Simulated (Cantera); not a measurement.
Adiabatic ignition

An adiabatic, constant-pressure homogeneous reactor starts with H2 : O2 : N2 = 1.4 : 0.926 : 3.48 (molar parts), equivalence ratio 0.76, at 1200 K and 22.0 bar.

Detailed kinetics in Cantera: the H2/O2 subset of GRI-Mech 3.0, which has no nitrogen chemistry. The hydrogen kinetics of GRI-Mech 3.0 are dated; newer H2 mechanisms differ, most at raised pressure. The pressure lies above the range GRI-Mech 3.0 was tuned for (to about 10 atm).

| t (s) | T (K) | x H2 | x O2 | x OH | x H | x H2O2 | x H2O |
|---|---|---|---|---|---|---|---|
| 7.00e-6 | 1200 | 0.241 | 0.159 | 6.33e-10 | 5.11e-9 | 1.13e-7 | 3.59e-7 |
| 1.62e-5 | 1200 | 0.241 | 0.159 | 1.75e-9 | 1.13e-8 | 6.28e-7 | 1.62e-6 |
| 3.76e-5 | 1200 | 0.241 | 0.159 | 1.05e-8 | 5.48e-8 | 5.09e-6 | 1.48e-5 |
| 8.71e-5 | 1205 | 0.240 | 0.159 | 3.08e-7 | 1.15e-6 | 0.000153 | 0.000581 |
| 0.000202 | 2781 | 0.00546 | 0.0418 | 0.0158 | 0.00121 | 3.00e-6 | 0.258 |
| 0.000468 | 2781 | 0.00546 | 0.0418 | 0.0158 | 0.00121 | 3.00e-6 | 0.258 |
| 0.00108 | 2781 | 0.00546 | 0.0418 | 0.0158 | 0.00121 | 3.00e-6 | 0.258 |
| 0.00251 | 2781 | 0.00546 | 0.0418 | 0.0158 | 0.00121 | 3.00e-6 | 0.258 |
| 0.00582 | 2781 | 0.00546 | 0.0418 | 0.0158 | 0.00121 | 3.00e-6 | 0.258 |
| 0.0135 | 2781 | 0.00546 | 0.0418 | 0.0158 | 0.00121 | 3.00e-6 | 0.258 |
| 0.0312 | 2781 | 0.00546 | 0.0418 | 0.0158 | 0.00121 | 3.00e-6 | 0.258 |
| 0.0723 | 2781 | 0.00546 | 0.0418 | 0.0158 | 0.00121 | 3.00e-6 | 0.258 |
| 0.168 | 2781 | 0.00546 | 0.0418 | 0.0158 | 0.00121 | 3.00e-6 | 0.258 |
| 0.388 | 2781 | 0.00546 | 0.0418 | 0.0158 | 0.00121 | 3.00e-6 | 0.258 |
| 0.900 | 2781 | 0.00546 | 0.0418 | 0.0158 | 0.00121 | 3.00e-6 | 0.258 |
x: mole fraction; the columns are a selection and need not sum to one.

time of steepest temperature rise: 0.129 ms
temperature at 0.900 s: 2781 K
equilibrium temperature: 2781 K
x(H2) at 0.900 s: 0.00546 (gas-phase equilibrium 0.00546)
x(O2) at 0.900 s: 0.0418 (gas-phase equilibrium 0.0418)
x(OH) at 0.900 s: 0.0158 (gas-phase equilibrium 0.0158)
